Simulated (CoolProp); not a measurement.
Computed with CoolProp (reference Helmholtz-energy equation of state, Thol 2014).

Problem. For diethyl ether, give the phase and the density (kg/m³), expansivity (1/kK), fugacity coefficient at 497.8 K and 14.9 MPa; 522.9 K and 14.9 MPa; 535.4 K and 14.9 MPa.

Solution. 
- 497.8 K and 14.9 MPa: supercritical; density 480, expansivity 3.18, fugacity coefficient 0.336
- 522.9 K and 14.9 MPa: supercritical; density 441, expansivity 3.62, fugacity coefficient 0.405
- 535.4 K and 14.9 MPa: supercritical; density 421, expansivity 3.83, fugacity coefficient 0.439
